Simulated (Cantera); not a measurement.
Feed: 1 mol Si, 0.77 mol Cl₂, 59 mol N₂, held at 0.100 bar.

These are equilibrium values from Cantera (NASA tables, ideal gas, pure condensed phases), not measurements of a reactor. Candidate condensed phases: Si, Si₃N₄; 13 gas species. N₂ is the only nitrogen source here; it is nearly inert below about 1500 K, so the nitride shown seldom forms there in practice. The tables' values for SiCl₃ are old estimates; treat these amounts as uncertain. The numbers say what is thermodynamically allowed, not how fast it happens.

x: gas mole fraction; n: condensed amount in mol.

```tsv
T (°C)	x N₂	x SiCl₂	x SiCl₄	x SiCl₃	n Si₃N₄(s)
1000	0.993	0.000149	0.00617	0.000374	0.202
1050	0.993	0.000391	0.00584	0.000646	0.198
1100	0.993	0.000932	0.00528	0.00103	0.191
1150	0.992	(withheld)	(withheld)	0.00149	0.178
1200	0.991	(withheld)	(withheld)	0.00188	(withheld)
1250	0.990	0.00612	0.00193	0.00199	0.135
1300	0.989	0.00848	0.000929	0.00173	0.113
```

### Question
Some entries are withheld; supply them.

### Answer

- 1150, x SiCl₂: 0.00200
- 1150, x SiCl₄: 0.00440
- 1200, x SiCl₂: 0.00377
- 1200, x SiCl₄: 0.00320
- 1200, n Si₃N₄(s): 0.159
